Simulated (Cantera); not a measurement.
Charge: 1 mol Cu, 1.1 mol NH3, 230 mol H2, at 1748.15 K and 5180 Torr.

Method: chemical equilibrium by Gibbs-energy minimisation in Cantera with the NASA 1993 tables (ideal gas, pure condensed phases). Candidate condensed phases: Cu; 11 gas species. Kinetics and transport are ignored.

Q: What is the equilibrium state?

A: 
```json
{
  "x(H2)": "0.997",
  "x(N2)": "0.00236",
  "x(H)": "8.70e-5",
  "x(Cu)": "4.23e-5",
  "x(NH3)": "1.09e-5",
  "n(Cu(l))": "0.990 mol",
  "gas_amount": "232.2 mol"
}
```
